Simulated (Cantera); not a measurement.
An isothermal, constant-pressure homogeneous reactor starts with CH₄ : N₂ = 1 : 2 (molar parts), at 1275 K and 10.00 Torr. Integrator tolerance rtol = 1e-08.

Model: GRI-Mech 3.0 (53 species, 325 reactions), integrated in Cantera. GRI-Mech 3.0 stops at C3 and has no aromatics, soot or wall deposition, so with more carbon than oxygen in the feed, carbon stays in small species such as C2H2 where larger ones or solid carbon would form. Radical loss at walls, strong at low pressure, is not modelled.

### Question
What does this change do: temperature 1275 to 1875 K?

### Answer
```
quantity                                            before                                      after
-----------------  ---------------------------------------  -----------------------------------------
x(CH₄) at 6.00 s      0.333 (gas-phase equilibrium 0.0121)    4.22e-5 (gas-phase equilibrium 2.69e-5)
x(C₂H₂) at 6.00 s   4.19e-6 (gas-phase equilibrium 0.0809)       0.125 (gas-phase equilibrium 0.0687)
x(HCN) at 6.00 s     <1e-12 (gas-phase equilibrium 0.0763)      7.32e-5 (gas-phase equilibrium 0.112)
x(C₂H₆) at 6.00 s  4.08e-5 (gas-phase equilibrium 4.86e-7)  4.89e-11 (gas-phase equilibrium 2.12e-11)
x(C₂H) at 6.00 s   <1e-12 (gas-phase equilibrium 3.14e-10)    1.39e-5 (gas-phase equilibrium 7.63e-6)
x(H) at 6.00 s     2.00e-9 (gas-phase equilibrium 3.86e-6)    0.00349 (gas-phase equilibrium 0.00349)
```

### Question
What does this change do: temperature 1275 to 1575 K?

### Answer
```tsv
quantity	before	after
x(CH₄) at 6.00 s	0.333 (gas-phase equilibrium 0.0121)	0.0278 (gas-phase equilibrium 0.000330)
x(C₂H₂) at 6.00 s	4.19e-6 (gas-phase equilibrium 0.0809)	0.114 (gas-phase equilibrium 0.0760)
x(HCN) at 6.00 s	<1e-12 (gas-phase equilibrium 0.0763)	2.52e-7 (gas-phase equilibrium 0.0975)
x(C₂H₆) at 6.00 s	4.08e-5 (gas-phase equilibrium 4.86e-7)	3.11e-6 (gas-phase equilibrium 1.31e-9)
x(C₂H) at 6.00 s	<1e-12 (gas-phase equilibrium 3.14e-10)	1.41e-7 (gas-phase equilibrium 1.32e-7)
x(H) at 6.00 s	2.00e-9 (gas-phase equilibrium 3.86e-6)	0.000145 (gas-phase equilibrium 0.000222)
```
